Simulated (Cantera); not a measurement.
Input (Python, Cantera) and output of one run.

```python
import numpy as np
import cantera as ct

gas_names = """
    F FO FO2 F2 F2O O O2 O3 Si SiF SiF2 SiF3 SiF4 SiO SiO2 Si2 Si3
""".split()
cond_names = """
    Si(cr) Si(L) SiO2(Lqz) SiO2(hqz) SiO2(L)
""".split()


# ... load() reads the species with a 1 bar reference pressure and builds the phases ...
atoms = {
    'SiF4': {'Si': 1, 'F': 4},
    'O2': {'O': 2},
}
top_T = {}  # K; cautious upper limits of use, not melting points


# ... equilibrate(T, P, feed) seeds the gas with the atoms and calls Mixture.equilibrate('TP', solver="vcs", rtol=1e-11, max_steps=5000) ...
results = []
feed = {'SiF4': 1, 'O2': 13}  # mol
P = 13332.2  # Pa
for T in [1123, 1223, 1323, 1423, 1523, 1623, 1723, 1823]:
    mix = equilibrate(T, P, feed)
    results.append((T, P, feed, dict(zip(mix.species_names, mix.species_moles))))

top = {s: max(r[3][s] / sum(r[3][g] for g in gas_names) for r in results) for s in gas_names}
cols = sorted((s for s in top if top[s] > 0.0001), key=lambda s: -top[s])[:8]
seen = [c for c in cond_names if any(r[3].get(c, 0) > 1e-12 for r in results)]
print("log10 of partial pressures in bar; condensed amounts in mol")
print(f"{'T/K':>10s}" + "".join(f"{s[:9]:>10s}" for s in cols + seen))
for T, P, feed, n in results:
    ng = sum(n[g] for g in gas_names)
    print(f"{T:10.4g}" + "".join(f"{np.log10(max(n[s] / ng * P / 1e5, 1e-99)):10.3f}" for s in cols)
          + "".join(f"{n.get(c, 0):10.4g}" for c in seen))
```

Output:

```
log10 of partial pressures in bar; condensed amounts in mol
       T/K        O2      SiF4         O SiO2(hqz)   SiO2(L)
      1123    -0.907    -2.021    -8.810 3.052e-09         0
      1223    -0.907    -2.021    -7.847 2.965e-08         0
      1323    -0.907    -2.021    -7.029 2.032e-07         0
      1423    -0.907    -2.021    -6.324 1.053e-06         0
      1523    -0.907    -2.021    -5.712 4.335e-06         0
      1623    -0.907    -2.021    -5.174 1.472e-05         0
      1723    -0.907    -2.021    -4.699         0 4.242e-05
      1823    -0.907    -2.021    -4.275         0 0.0001062
```

Cantera equilibrium calculation (NASA polynomials, part measured and part estimated; ideal gas, pure solids and liquids). The tables' values for SiF3 are old estimates; treat these amounts as uncertain. The tables hold silica as quartz up to 1696 K and as liquid above; real silica turns to tridymite and cristobalite and melts near 1996 K.
